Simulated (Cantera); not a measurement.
Charge: 1 mol SiO2, 10 mol Cl2, 3.8 mol H2, held at 1623.15 K and 675 Torr.

Method: chemical equilibrium by Gibbs-energy minimisation in Cantera with the NASA 1993 tables (ideal gas, pure condensed phases). Candidate condensed phases: H2O, Si, SiO2; 30 gas species. The tables hold silica as quartz up to 1696 K and as liquid above; real silica turns to tridymite and cristobalite and melts near 1996 K. Rates play no part.

Base state: HCl 0.527, Cl2 0.388, Cl 0.0826, SiCl4 0.000796, O2 0.000593, H2O 0.000358, ClO 4.06e-5 (mole fractions); condensed: SiO2(β-quartz).

Task: What changes in the equilibrium state with this change: temperature from 1623.15 K to 1400 K?

Result: 
```tsv
species	before	after
HCl	0.527	0.545
Cl2	0.388	0.435
Cl	0.0826	0.0198
SiCl4	0.000796	0.000279
ClO	4.06e-5	5.77e-6
O2	0.000593	0.000119
H2O	0.000358	0.000311
SiO2(β-quartz), mol	0.989	0.996
```
